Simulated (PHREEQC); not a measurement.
Solution (25 °C): 59 mmol/kgw HCl and 2.6 mmol/kgw NiCl2. Closed to the air; pH follows from the charge balance.

The numbers come from PHREEQC with the ion-association model, wateq4f.dat.

Precipitation was switched off in this run.

Task: What pH does the model give?

Result: pH 1.30.

Task: In which forms is Ni present?

Result: Ni+2 93 %, NiCl+ 6.2 %, NiCl2 0.9 % of the Ni.
